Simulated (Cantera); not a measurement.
Feed: 1 mol SiH2Cl2, 110 mol H2, held at 1225 °C and 1330 Pa.

Equilibrium computed with Cantera from the NASA thermochemical tables; the gas is ideal and each condensed phase is pure. Candidate condensed phases: Si; 19 gas species. The numbers say what is thermodynamically allowed, not how fast it happens.

Base state: H2 0.983, HCl 0.0161, SiCl2 0.000850, H 0.000148 (mole fractions); condensed: Si(s).

Task: What changes in the equilibrium state with this change: SiH2Cl2 replaced by Si2H6?

Result: 
| species | before | after |
|---|---|---|
| H2 | 0.983 | 1.000 |
| H | 0.000148 | 0.000149 |
| HCl | 0.0161 | 0 |
| SiCl2 | 0.000850 | 0 |
| Si(s), mol | 0.904 | 2.00 |
The feed counts by its element totals alone.

Task: What changes in the equilibrium state with this change: H2 from 110 to 5.8 mol?

Result: 
| species | before | after |
|---|---|---|
| H2 | 0.983 | 0.811 |
| HCl | 0.0161 | 0.125 |
| SiCl2 | 0.000850 | 0.0614 |
| SiCl4 | 6.09e-8 | 0.000318 |
| SiCl3 | 4.03e-6 | 0.00247 |
| SiHCl3 | 3.82e-7 | 0.000213 |
| SiH2Cl2 | 3.80e-7 | 2.26e-5 |
| Si(s), mol | 0.904 | 0.498 |
The tables' values for SiCl3 are old estimates; treat these amounts as uncertain.

Task: What changes in the equilibrium state with this change: SiH2Cl2 replaced by SiH4?

Result: 
| species | before | after |
|---|---|---|
| H2 | 0.983 | 1.000 |
| H | 0.000148 | 0.000149 |
| HCl | 0.0161 | 0 |
| SiCl2 | 0.000850 | 0 |
| Si(s), mol | 0.904 | 1.000 |
